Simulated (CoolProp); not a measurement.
R1233zd(E) at several states: Z from the reference equation and from simpler models built on Tc = 165.7 °C, pc = 3.583 MPa, ω = 0.304; each cubic takes its own stable root.

Model: reference Helmholtz-energy equation of state, Akasaka 2022, in CoolProp.

| T (°C) | p (MPa) | phase | reference |
|---|---|---|---|
| 72.45 | 0.278 | gas | 0.9347 |
| 156.65 | 4.52 | liquid | 0.1975 |
| 64.45 | 14.3 | liquid | 0.5468 |
| -20.15 | 0.0681 | liquid | 0.003092 |
| 66.15 | 21.1 | liquid | 0.7917 |

Question: How far does each simpler model (Redlich-Kwong, Soave-Redlich-Kwong, Peng-Robinson) lie from the reference over these 5 states: mean and median of the absolute difference, and the worst?

Answer: 
- Redlich-Kwong: mean 12.8 %, median 12.6 %, worst +23.7 % at 156.65 °C and 4.52 MPa
- Soave-Redlich-Kwong: mean 10.3 %, median 9.4 %, worst +21.3 % at 156.65 °C and 4.52 MPa
- Peng-Robinson: mean 3.2 %, median 2.7 %, worst +8.8 % at 156.65 °C and 4.52 MPa
